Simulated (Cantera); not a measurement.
An adiabatic, constant-pressure homogeneous reactor starts with 6.67 % C2H4, 16.7 % O2, 62.7 % N2, 14.0 % H2O, equivalence ratio 1.2, at 1650 K and 1.48 atm.

Model: GRI-Mech 3.0 (53 species, 325 reactions), integrated in Cantera. GRI-Mech 3.0 was tuned for natural gas; its chemistry of ethylene as a main component is partial and can be far from experiment.

Question: Predict: time of steepest temperature rise; temperature at 8.00 s; equilibrium temperature; x(O2) at 8.00 s; x(H2O) at 8.00 s; x(CO) at 8.00 s; x(NO) at 8.00 s; x(CO2) at 8.00 s.

Answer: 
- time of steepest temperature rise: 12.6 µs
- temperature at 8.00 s: 2789 K
- equilibrium temperature: 2789 K
- x(O2) at 8.00 s: 0.0110 (gas-phase equilibrium 0.0110)
- x(H2O) at 8.00 s: 0.206 (gas-phase equilibrium 0.206)
- x(CO) at 8.00 s: 0.0662 (gas-phase equilibrium 0.0662)
- x(NO) at 8.00 s: 0.00713 (gas-phase equilibrium 0.00713)
- x(CO2) at 8.00 s: 0.0583 (gas-phase equilibrium 0.0583)
